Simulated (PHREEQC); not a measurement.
PHREEQC input (ion-association model, wateq4f.dat):

```
SOLUTION_MASTER_SPECIES
  An  An-  0  An  62.0  # stands for a non-complexing anion
SOLUTION_SPECIES
  An- = An-
    -log_k 0
    -gamma 3.0 0
PHASES
  Fix_H+
    H+ = H+
    -log_k 0
SOLUTION 1
  temp 25
  units mmol/kgw
  pH 7 charge
  Cl 0.024
  Mn(2) 0.012
  Na 300
  An 300
END
SELECTED_OUTPUT 1
  -reset false
  -pH true
  -pe true
  -ionic_strength true
  -water true
  -totals Cl Mn Na Mn(2) Mn(3) Mn(6) Mn(7)
  -molalities Hfo_wOH Hfo_wOH2+ Hfo_wO- Hfo_sOH Hfo_sOH2+ Hfo_sO- Hfo_sOMn+ Hfo_wOMn+
  -saturation_indices Pyrochroite Halite
USER_PUNCH 1
  -headings sigma psi
  10 PUNCH EDL("sigma", "Hfo"), EDL("psi", "Hfo")
PRINT
  -reset false
USE solution 1
SURFACE 1
  Hfo_wOH 0.000105618 600 0.047
  Hfo_sOH 2.64045e-06
EQUILIBRIUM_PHASES 1
  Fix_H+ -4 HAn 10
    -force_equality true
END
# ... the last block is repeated for the other 12 points of pH, with NaOH or the acid as the point needs
```

Selected output (columns that matter, 13 of 13 rows; pH added in front):

```
pH	mu	Mn	Na	m_Hfo_wOH	m_Hfo_wOH2+	m_Hfo_wO-	m_Hfo_sOH	m_Hfo_sOH2+	m_Hfo_sO-	m_Hfo_sOMn+	si_Pyrochroite	si_Halite	sigma	psi
4	0.30022	1.2e-05	0.3	6.1154e-06	9.9494e-05	8.611e-09	1.5288e-07	2.4873e-06	2.1527e-10	1.768e-11	-12.667	-7.0316	0.34892	0.12296
4.5	0.30012	1.2e-05	0.3	1.4746e-05	9.0817e-05	5.4849e-08	3.6862e-07	2.2703e-06	1.3711e-09	1.6138e-10	-11.667	-7.0316	0.31833	0.11834
5	0.30009	1.1999e-05	0.3	2.8437e-05	7.694e-05	2.4078e-07	7.1057e-07	1.9225e-06	6.0165e-09	1.3665e-09	-10.667	-7.0315	0.26901	0.1099
5.5	0.30007	1.1989e-05	0.3	4.4164e-05	6.0718e-05	7.3588e-07	1.0996e-06	1.5118e-06	1.8322e-08	1.0737e-08	-9.6675	-7.0315	0.21039	0.097711
6	0.30006	1.1919e-05	0.3	5.832e-05	4.5586e-05	1.7093e-06	1.4149e-06	1.106e-06	4.1469e-08	7.8094e-08	-8.67	-7.0315	0.15405	0.08264
6.5	0.30005	1.1516e-05	0.3	6.9098e-05	3.3208e-05	3.2938e-06	1.4226e-06	6.8367e-07	6.7812e-08	4.6639e-07	-7.685	-7.0315	0.10612	0.065558
7	0.30004	1.0357e-05	0.3	7.6244e-05	2.362e-05	5.638e-06	8.0394e-07	2.4906e-07	5.9449e-08	1.528e-06	-6.7311	-7.0315	0.067803	0.047261
7.5	0.30003	8.9483e-06	0.3	7.9625e-05	1.6493e-05	8.8064e-06	2.1476e-07	4.4484e-08	2.3753e-08	2.3574e-06	-5.7947	-7.0315	0.036814	0.028025
8	0.30003	6.2612e-06	0.30001	7.8554e-05	1.0751e-05	1.3148e-05	5.0758e-08	6.9471e-09	8.4958e-09	2.5742e-06	-4.9501	-7.0315	0.011431	0.0090922
8.5	0.30003	2.36e-06	0.30003	7.3009e-05	6.3495e-06	1.9231e-05	2.1546e-08	1.8739e-09	5.6755e-09	2.6114e-06	-4.3748	-7.0315	-0.011105	-0.008836
9	0.30004	4.9135e-07	0.30005	6.6649e-05	3.885e-06	2.6193e-05	1.5588e-08	9.0863e-10	6.1262e-09	2.6178e-06	-4.0594	-7.0315	-0.036972	-0.028134
9.5	0.30008	8.6305e-08	0.30009	5.9568e-05	2.3637e-06	3.4391e-05	1.3332e-08	5.2901e-10	7.697e-09	2.6189e-06	-3.8243	-7.0314	-0.068849	-0.047832
10	0.30019	1.7032e-08	0.3002	5.0198e-05	1.2895e-06	4.4767e-05	1.1153e-08	2.8648e-10	9.9459e-09	2.6191e-06	-3.5579	-7.0313	-0.1078	-0.066239
```
